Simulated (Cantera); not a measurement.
# Boron, boron nitride and boron oxide: B₂O₃ + O₂ + NH₃

Charge: 1 mol B₂O₃, 7.8 mol O₂, 29 mol NH₃, at 27.0 Pa.

These are equilibrium values from Cantera (NASA tables, ideal gas, pure condensed phases), not measurements of a reactor. Candidate condensed phases: B, BN, B₂O₃, B₃O₃H₃, H₂O; 39 gas species. Equilibrium is a limit: real reactors are often held back by kinetics, nucleation or transport.

```tsv
T (°C)	x H₂	x H₂O	x N₂	x H	x HBO₂	x OH	x BO	x BO₂
1250	0.472	0.248	0.246	0.000966	0.0335	1.56e-5	2.07e-6	2.60e-6
1300	0.472	0.247	0.246	0.00170	0.0334	3.22e-5	4.54e-6	5.34e-6
1350	0.471	0.247	0.245	0.00289	0.0333	6.35e-5	9.45e-6	1.05e-5
1400	0.469	0.247	0.245	0.00475	0.0332	0.000120	1.88e-5	1.97e-5
1450	0.467	0.247	0.245	0.00759	0.0330	0.000220	3.59e-5	3.58e-5
1500	0.464	0.246	0.244	0.0118	0.0328	0.000388	6.59e-5	6.28e-5
1550	0.460	0.245	0.243	0.0179	0.0325	0.000663	0.000117	0.000107
1600	0.453	0.244	0.242	0.0264	0.0321	0.00110	0.000199	0.000176
1650	0.445	0.241	0.241	0.0382	0.0316	0.00179	0.000329	0.000283
1700	0.434	0.238	0.239	0.0541	0.0309	0.00282	0.000527	0.000441
```
x: gas mole fraction; nothing condenses.

From 1250 °C to 1700 °C nothing is condensed. The main B-bearing gas is HBO₂ throughout.
